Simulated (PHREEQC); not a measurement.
A solution holds 0.0043 mol Pb(NO3)2, 0.0027 mol HF and 0.0044 mol Na2SO4 per kg of water, at 23 °C. Closed to the air; pH follows from the charge balance.

Model: ion-association model, wateq4f.dat, run in PHREEQC.

```yaml
pH: 3.02
ionic_strength: 0.0209 mol/kgw
total_alkalinity: -2.70 meq/kg
```

```tsv
species	molality	activity	log γ
Na+	0.00873	0.00760	-0.060
NO3-	0.00841	0.00725	-0.064
SO4-2	0.00276	0.00159	-0.238
Pb+2	0.00269	0.00153	-0.244
HF	0.00144	0.00144	0.002
PbSO4	0.00137	0.00137	0.002
F-	0.00120	0.00104	-0.063
H+	0.00108	0.000961	-0.051
PbNO3+	0.000189	0.000164	-0.061
HSO4-	0.000164	0.000143	-0.061
NaSO4-	6.86e-5	5.99e-5	-0.058
PbF+	3.26e-5	2.83e-5	-0.061
```

Precipitation was switched off in this run. Saturation is exceeded, for instance for Anglesite; the values hold only as long as no solid forms.
